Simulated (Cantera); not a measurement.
## Silicon nitride deposition: trisilylamine + NH3 + H2

A closed system holds: 1 mol trisilylamine, 2 mol NH3, 75 mol H2, at 898.15 K and 38.0 Pa.

These are equilibrium values from Cantera (NASA tables, ideal gas, pure condensed phases), not measurements of a reactor. Candidate condensed phases: Si, Si3N4; 18 gas species. The feed counts by its element totals alone. Kinetics and transport are ignored.

| Property | Value |
|---|---|
| x(H2) | 1.00 |
| n(Si(s)) | 0.750 mol |
| n(Si3N4(s)) | 0.750 mol |
| gas amount | 82.50 mol |
